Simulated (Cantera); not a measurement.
Input (Python, Cantera) and output of one run.

```python
import numpy as np
import cantera as ct

gas_names = [...]  # 110 gases of nasa_gas.yaml made of C, H, O
cond_names = """
    C(gr) C6H6(L) C7H8(L) C8H18(L),n-octa H2O(s) H2O(L)
""".split()


# ... load() reads the species with a 1 bar reference pressure and builds the phases ...
atoms = {
    'CH4': {'C': 1, 'H': 4},
    'CO2': {'C': 1, 'O': 2},
    'H2': {'H': 2},
}
top_T = {'C(gr)': 4500}  # K; cautious upper limits of use, not melting points


# ... equilibrate(T, P, feed) seeds the gas with the atoms and calls Mixture.equilibrate('TP', solver="vcs", rtol=1e-11, max_steps=5000) ...
results = []
feed = {'CH4': 1, 'CO2': 3.3, 'H2': 0.38}  # mol
T = 1948  # K
P = 560000  # Pa
mix = equilibrate(T, P, feed)
results.append((T, P, feed, dict(zip(mix.species_names, mix.species_moles))))
print(gas.report(threshold=1e-05))
for i in range(1, mix.n_phases):
    print(f"{mix.phase(i).name:16s} {mix.phase_moles(i):12.5e} mol")
```

Output:

```
       temperature   1948 K
          pressure   5.6e+05 Pa
           density   0.83861 kg/m^3
  mean mol. weight   24.255 kg/kmol
   phase of matter   gas

                          1 kg             1 kmol
                     ---------------   ---------------
          enthalpy       -4.0457e+06       -9.8127e+07  J
   internal energy       -4.7134e+06       -1.1432e+08  J
           entropy             10352        2.5109e+05  J/K
    Gibbs function       -2.4212e+07       -5.8726e+08  J
 heat capacity c_p            1746.1             42352  J/K
 heat capacity c_v            1403.3             34038  J/K

                      mass frac. Y      mole frac. X     chem. pot. / RT
                     ---------------   ---------------   ---------------
                CO           0.57615           0.49891            -33.41
               CO2           0.26261           0.14473           -56.058
                 H        7.8537e-06        0.00018898            -9.764
                H2          0.013018           0.15663           -19.528
               H2O           0.14819           0.19952           -42.175
                OH        1.5269e-05        2.1776e-05           -32.411
     [ +104 minor]        1.0236e-06         7.126e-07

C(gr)             0.00000e+00 mol
```

Equilibrium computed with Cantera from the NASA thermochemical tables; the gas is ideal and each condensed phase is pure.
